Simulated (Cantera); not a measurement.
An isothermal, constant-pressure homogeneous reactor starts with CH4 : H2O = 1 : 1.8 (molar parts), at 1575 K and 1.10 bar.

Cantera simulation using GRI-Mech 3.0 (53 species, 325 reactions); the numbers are that mechanism's predictions, not measurements.

Task: Predict: x(CH4) at 2.00 s; x(H2O) at 2.00 s; x(CO2) at 2.00 s; x(CH3) at 2.00 s; x(CH2O) at 2.00 s.

Result: 
| Quantity | Result |
|---|---|
| x(CH4) at 2.00 s | 0.0415 (gas-phase equilibrium 7.41e-7) |
| x(H2O) at 2.00 s | 0.316 (gas-phase equilibrium 0.151) |
| x(CO2) at 2.00 s | 0.0196 (gas-phase equilibrium 0.0157) |
| x(CH3) at 2.00 s | 4.83e-5 (gas-phase equilibrium 7.50e-10) |
| x(CH2O) at 2.00 s | 3.25e-7 (gas-phase equilibrium 5.86e-8) |
